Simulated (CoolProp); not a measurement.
Properties of chlorine along the isobar 5.01 MPa.

The numbers come from the reference Helmholtz-energy equation of state, Thol 2021 in CoolProp.

| T (K) | phase | Z | cp (kJ/(kg K)) | expansivity (1/kK) | fugacity coefficient |
|---|---|---|---|---|---|
| 191.6 | liquid | 0.1313 | 0.9385 | 1.553 | 0.001548 |
| 207.8 | liquid | 0.1242 | 0.9345 | 1.596 | 0.004487 |
| 224.1 | liquid | 0.1183 | 0.9332 | ? | 0.01095 |
| 240.3 | liquid | 0.1133 | 0.9350 | 1.719 | 0.02309 |
| 256.5 | liquid | 0.1093 | 0.9406 | 1.804 | 0.04357 |
| 272.7 | liquid | 0.1059 | 0.9506 | 1.913 | 0.07509 |
| 288.9 | liquid | 0.1032 | 0.9655 | 2.054 | 0.1201 |
| 305.2 | liquid | 0.1012 | 0.9864 | 2.242 | 0.1809 |
| 321.4 | liquid | 0.09983 | 1.015 | 2.497 | 0.2579 |
| 337.6 | liquid | 0.09924 | 1.056 | 2.861 | 0.3514 |
| 353.8 | liquid | 0.09960 | 1.116 | 3.422 | 0.4605 |
| 370 | liquid | 0.1014 | 1.221 | 4.421 | ? |
| 386.2 | liquid | 0.1061 | 1.473 | 6.962 | 0.7155 |
| 402.5 | gas | 0.6869 | 1.110 | 8.864 | ? |
| 418.7 | gas | ? | 0.8994 | 6.309 | 0.7976 |

### Question
What belongs in the gaps?

### Answer

- 224.1, expansivity (1/kK): 1.651
- 370, fugacity coefficient: 0.5831
- 402.5, fugacity coefficient: 0.7680
- 418.7, Z: 0.7445
